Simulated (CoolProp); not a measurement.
Vapour-liquid equilibrium of n-perfluorobutane (1) + R365MFC (2) at 282.4 K; x and y are mole fractions of (1).

The numbers come from the multi-fluid Helmholtz-energy mixture model, Gao 2022 and Lemmon 2016; pair parameters Bell 2016 in CoolProp.

```json
[
 {"x": "0.05", "bubble pressure (kPa)": "61.64", "y at the bubble point": "0.547", "dew pressure at overall composition x (kPa)": "30.24", "liquid density (mol/L)": "8.567"},
 {"x": "0.2", "bubble pressure (kPa)": "110.4", "y at the bubble point": "0.766", "dew pressure at overall composition x (kPa)": "35.77", "liquid density (mol/L)": "8.150"},
 {"x": "0.35", "bubble pressure (kPa)": "126.5", "y at the bubble point": "0.807", "dew pressure at overall composition x (kPa)": "43.73", "liquid density (mol/L)": "7.765"},
 {"x": "0.5", "bubble pressure (kPa)": "133.8", "y at the bubble point": "0.827", "dew pressure at overall composition x (kPa)": "56.19", "liquid density (mol/L)": "7.416"},
 {"x": "0.65", "bubble pressure (kPa)": "140.2", "y at the bubble point": "0.850", "dew pressure at overall composition x (kPa)": "78.23", "liquid density (mol/L)": "7.105"},
 {"x": "0.8", "bubble pressure (kPa)": "147.4", "y at the bubble point": "0.889", "dew pressure at overall composition x (kPa)": "123.7", "liquid density (mol/L)": "6.834"},
 {"x": "0.95", "bubble pressure (kPa)": "154.3", "y at the bubble point": "0.962", "dew pressure at overall composition x (kPa)": "153.6", "liquid density (mol/L)": "6.602"}
]
```

No azeotrope shows between x = 0.05 and 0.95.

The pair parameters rest on a limited set of measurements; away from them the model extrapolates. With so large a gap from Raoult's law the liquid may split in two, which this calculation doesn't test in full.
